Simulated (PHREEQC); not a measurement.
Model water analysis in mg/L, 20 °C, pH 5.97, pe 11.1:

```tsv
constituent	mg/L
Na	2.11
K	0.0239
Ca	1.72
Mg	1.03
Cl	5.62
S(6) as SO4	0.575
Alkalinity as HCO3	6.09
Br	0.00764
Zn	0.0172
Ba	0.284
Cd	0.129
```

Valence states are taken as typed.

All values are PHREEQC results (ion-association model, phreeqc.dat), not measurements.

ionic strength: 0.000365 mol/kgw
charge-balance error: -0.1 %

| species | molality | activity | log γ |
|---|---|---|---|
| CO2 | 0.000255 | 0.000255 | 0.000 |
| Cl- | 0.000159 | 0.000155 | -0.009 |
| HCO3- | 0.000101 | 9.86e-5 | -0.009 |
| Na+ | 9.18e-5 | 8.98e-5 | -0.009 |
| Ca+2 | 4.28e-5 | 3.93e-5 | -0.037 |
| Mg+2 | 4.23e-5 | 3.88e-5 | -0.037 |
| SO4-2 | 5.90e-6 | 5.41e-6 | -0.038 |

No solid was allowed to form. Complexes and solids missing from the database can't appear.
